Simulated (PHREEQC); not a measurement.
0.064 g of hydrous ferric oxide (600 m²/g; 0.2 weak and 0.005 strong sites per Fe, Dzombak-Morel constants, diffuse double layer) in 1 kg of water with 0.01 mol/kgw of an inert sodium salt, at 25 °C; the pH is set by adding NaOH or the inert anion's acid. Oxygen alone is held at its pressure in air (log pO2 = -0.68). CO2 from the air is kept out. Precipitation was switched off in this run.

Base run: PHREEQC, ion-association model, wateq4f.dat. Each further column changes one thing. The table gives surface charge σ (C/m²).

| pH | base | background salt from 0.01 to 0.001 mol/kgw | oxide from 0.064 to 0.32 g/kgw | 0.00011 mol/kgw ZnSO4 added |
|---|---|---|---|---|
| 3 | 0.324 | 0.253 | 0.325 | (withheld) |
| 3.67 | 0.255 | 0.153 | 0.256 | (withheld) |
| 5 | 0.113 | 0.050 | 0.114 | 0.044 |
| 5.67 | 0.066 | 0.026 | 0.067 | 0.034 |
| 6.33 | 0.036 | 0.013 | 0.036 | 0.026 |
| 7.67 | 0.006 | 0.002 | 0.006 | (withheld) |
| 8.33 | -0.003 | -0.001 | -0.003 | 0.019 |
| 9 | -0.013 | -0.004 | -0.013 | 0.010 |
| 10.33 | -0.055 | -0.023 | -0.055 | (withheld) |
| 11 | -0.099 | (withheld) | -0.099 | -0.025 |

What belongs in the gaps?


- 3, 0.00011 mol/kgw ZnSO4 added: 0.060
- 3.67, 0.00011 mol/kgw ZnSO4 added: 0.056
- 7.67, 0.00011 mol/kgw ZnSO4 added: 0.022
- 10.33, 0.00011 mol/kgw ZnSO4 added: -0.009
- 11, background salt from 0.01 to 0.001 mol/kgw: -0.054

The oxide is taken as insoluble; below pH 4 it would dissolve. In at least one series the solution becomes supersaturated in solids that the run did not let form, among them Zn(OH)2-e.
